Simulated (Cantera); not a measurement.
## Equilibrium for calcination and drying: Ca(OH)2 + H2O

Feed: 1 mol Ca(OH)2, 3.4 mol H2O, at 1.33 mbar.

These are equilibrium values from Cantera (NASA tables, ideal gas, pure condensed phases), not measurements of a reactor. Candidate condensed phases: Ca, CaO, Ca(OH)2, H2O; 14 gas species. The numbers say what is thermodynamically allowed, not how fast it happens.

From 1675 K to 2075 K the condensed part is CaO(s). The main Ca-bearing gas is Ca(OH)2 throughout.

```csv
T (K),log p H2O,log p H2,log p O2,log p OH,log p H,n CaO(s)
1675,-2.88,-5.01,-5.36,-5.63,-6.44,1.000
1725,-2.88,-4.86,-5.22,-5.44,-6.16,1.000
1775,-2.89,-4.72,-5.08,-5.27,-5.90,1.000
1825,-2.89,-4.59,-4.95,-5.11,-5.65,1.000
1875,-2.90,-4.46,-4.82,-4.96,-5.41,1.000
1925,-2.90,-4.35,-4.71,-4.81,-5.19,1.000
1975,-2.92,-4.24,-4.60,-4.68,-4.98,1.000
2025,-2.93,-4.14,-4.50,-4.56,-4.78,0.999
2075,-2.95,-4.04,-4.41,-4.44,-4.60,0.999
```
log p: log10 of the partial pressure in bar; n: condensed amount in mol.
